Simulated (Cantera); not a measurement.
**Premixed flame**

A freely propagating, adiabatic, planar premixed flame of 11.0 % CH₄, 2.97 % CO, 18.0 % O₂, 68.0 % N₂, equivalence ratio 1.3, unburnt at 625 K and 3750 Torr; mixture-averaged transport, grid criteria slope 0.08 and curve 0.16, no radiation.

Model: GRI-Mech 3.0 (53 species, 325 reactions), integrated in Cantera. Burning velocities carry a grid error of a few per cent, more on coarse grids.

| z (mm) | T (K) | u (m/s) | x CH₄ | x CO | x O₂ | x H₂O | x OH | x C₂H |
|---|---|---|---|---|---|---|---|---|
| -0.335 | 626 | 0.657 | 0.110 | 0.0296 | 0.180 | 0.000160 | <1e-8 | <1e-8 |
| -0.223 | 632 | 0.665 | 0.109 | 0.0296 | 0.179 | 0.00120 | <1e-8 | <1e-8 |
| -0.168 | 654 | 0.692 | 0.107 | 0.0299 | 0.177 | 0.00454 | <1e-8 | <1e-8 |
| -0.112 | 772 | 0.825 | 0.0976 | 0.0326 | 0.167 | 0.0199 | 2.59e-7 | <1e-8 |
| -0.0559 | 1238 | 1.35 | 0.0641 | 0.0477 | 0.123 | 0.0724 | 1.50e-5 | <1e-8 |
| -0.0279 | 1641 | 1.80 | 0.0341 | 0.0643 | 0.0794 | 0.115 | 0.000160 | 4.06e-8 |
| 0 | 2002 | 2.21 | 0.00858 | 0.0797 | 0.0343 | 0.154 | 0.00113 | 1.09e-6 |
| 0.0279 | 2167 | 2.39 | 0.000952 | 0.0811 | 0.0106 | 0.170 | 0.00286 | 1.40e-6 |
| 0.0559 | 2215 | 2.43 | 8.32e-5 | 0.0763 | 0.00339 | 0.173 | 0.00360 | 3.03e-7 |
| 0.112 | 2248 | 2.46 | 1.17e-6 | 0.0714 | 0.000863 | 0.173 | 0.00333 | <1e-8 |
| 0.223 | 2277 | 2.49 | <1e-8 | 0.0702 | 0.000352 | 0.174 | 0.00246 | <1e-8 |
| 0.447 | 2299 | 2.51 | <1e-8 | 0.0703 | 0.000141 | 0.176 | 0.00160 | <1e-8 |
| 0.894 | 2311 | 2.52 | <1e-8 | 0.0704 | 5.48e-5 | 0.177 | 0.00102 | <1e-8 |
x: mole fraction of selected species; z is measured from the peak of heat release.

```
Item                         Result
------------------------  ---------
laminar burning velocity  65.4 cm/s
thermal thickness          0.112 mm
peak x(OH)                  0.00364
peak x(C₂H)                 1.75e-6
grid points                     141
```
